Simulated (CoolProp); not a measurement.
Vapour-liquid equilibrium of n-pentane (1) + toluene (2) at 342.3 K; x and y are mole fractions of (1).

Model: multi-fluid Helmholtz-energy mixture model, Thol 2019 and Lemmon 2006; pair parameters Bell 2016, in CoolProp.

Give the bubble pressure and the first vapour's composition at x = 0.25, 0.75, 0.95. Is there an azeotrope?

x = 0.25: 106.5 kPa, y = 0.800; x = 0.75: 219.1 kPa, y = 0.956; x = 0.95: 264.7 kPa, y = 0.991. No azeotrope shows between x = 0.05 and 0.95.

The pair parameters rest on a limited set of measurements; away from them the model extrapolates.
